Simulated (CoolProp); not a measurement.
Vapour-liquid equilibrium of fluoroethane (R161) (1) + R134a (2) at 291.5 K; x and y are mole fractions of (1).

Model: multi-fluid Helmholtz-energy mixture model, Wu 2012 and Tillner-Roth 1994; pair parameters Bell 2016, in CoolProp.

```tsv
x	bubble pressure (bar)	y at the bubble point	dew pressure at overall composition x (bar)	liquid density (mol/L)
0.05	5.506	0.061	5.492	12.20
0.2	5.751	0.240	5.692	12.61
0.35	6.031	0.411	5.925	13.03
0.5	6.349	0.571	6.200	13.47
0.65	6.705	0.718	6.531	13.93
0.8	7.100	0.850	6.940	14.41
0.95	7.527	0.965	7.465	14.91
```

No azeotrope shows between x = 0.05 and 0.95.

Pair parameters are fitted to limited data, so mixtures are less certain than the pure fluids.
